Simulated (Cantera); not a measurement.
## Gas activation for diamond growth

An isothermal, constant-pressure homogeneous reactor starts with 1.86 % CH₄, 98.1 % H₂, at 1723 K and 0.0267 bar.

Cantera simulation using GRI-Mech 3.0 (53 species, 325 reactions); the numbers are that mechanism's predictions, not measurements. GRI-Mech 3.0 stops at C3 and has no aromatics, soot or wall deposition, so with more carbon than oxygen in the feed, carbon stays in small species such as C2H2 where larger ones or solid carbon would form. Radical loss at walls, strong at low pressure, is not modelled.

| t (s) | x CH₄ | x H₂ | x CH₃ | x CH₂ | x C₂H₆ |
|---|---|---|---|---|---|
| 4.00e-5 | 0.0186 | 0.981 | 4.16e-7 | <1e-12 | <1e-12 |
| 0.000139 | 0.0186 | 0.981 | 1.22e-6 | 2.96e-12 | 3.42e-12 |
| 0.000485 | 0.0186 | 0.981 | 3.98e-6 | 3.98e-11 | 1.06e-10 |
| 0.00169 | 0.0186 | 0.981 | 1.36e-5 | 4.98e-10 | 2.58e-9 |
| 0.00587 | 0.0186 | 0.981 | 4.68e-5 | 6.00e-9 | 3.88e-8 |
| 0.0204 | 0.0184 | 0.981 | 0.000154 | 6.42e-8 | 3.43e-7 |
| 0.0711 | 0.0175 | 0.981 | 0.000326 | 2.90e-7 | 1.04e-6 |
| 0.248 | 0.0139 | 0.983 | 0.000287 | 2.86e-7 | 7.55e-7 |
| 0.862 | 0.00789 | 0.986 | 0.000170 | 1.81e-7 | 2.56e-7 |
| 3.00 | 0.00301 | 0.988 | 6.73e-5 | 7.68e-8 | 3.93e-8 |
x: mole fraction; the columns are a selection and need not sum to one.

Equilibrium at this temperature and pressure: CH₄ 0.000261, H₂ 0.990, CH₃ 5.98e-6, CH₂ 7.13e-9, C₂H₆ 5.02e-10 (gas phase only).
